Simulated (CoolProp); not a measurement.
R123 along the isobar 4.16 MPa: density (kg/m³) from the reference equation and from simpler models built on Tc = 183.7 °C, pc = 3.662 MPa, ω = 0.282; each cubic takes its own stable root.

Computed with CoolProp (reference Helmholtz-energy equation of state, Younglove 1994). It is a modified Benedict-Webb-Rubin equation, recast in Helmholtz form.

```csv
T (°C),phase,reference
97.35,liquid,1280
107.75,liquid,1247
118.25,liquid,1212
128.65,liquid,1174
139.05,liquid,1133
149.45,liquid,1086
159.85,liquid,1033
170.25,liquid,966.3
180.65,liquid,871.4
```

Problem. How far does each simpler model (Redlich-Kwong, Soave-Redlich-Kwong, Peng-Robinson) lie from the reference over these 9 states: mean and median of the absolute difference, and the worst?

Solution. 
- Redlich-Kwong: mean 16.8 %, median 16.4 %, worst -20.8 % at 180.65 °C and 4.16 MPa
- Soave-Redlich-Kwong: mean 13.7 %, median 12.8 %, worst -20.0 % at 180.65 °C and 4.16 MPa
- Peng-Robinson: mean 3.6 %, median 1.9 %, worst -11.3 % at 180.65 °C and 4.16 MPa
